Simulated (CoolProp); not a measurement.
A closed Brayton cycle with nitrogen: compressor inlet 324.15 K and 7.8 MPa, high pressure 26.1 MPa, turbine inlet 650 K, compressor efficiency 0.89, turbine efficiency 0.9, recuperator effectiveness 0.95 (on enthalpy, no pinch check). Each further row changes one setting.

The numbers come from the reference Helmholtz-energy equation of state, Span 2000 in CoolProp.

| case | thermal efficiency (%) | net work (kJ/kg) | compressor to turbine work | compressor exit (K) | turbine exit (K) |
|---|---|---|---|---|---|
| as stated | 12.4 | 23.9 | 0.87 | 476.6 | 481.6 |
| turbine inlet 600 K | 6.4 | 9.06 | 0.95 | 476.6 | 443.1 |
| compressor inlet 334.15 K | 10.2 | 18.5 | 0.90 | 491.1 | 481.6 |
| high pressure 22.2 MPa | 16.1 | 28.1 | 0.83 | 453.1 | 501.3 |
| recuperator effectiveness 0.5 | 12.2 | 23.9 | 0.87 | 476.6 | 481.6 |
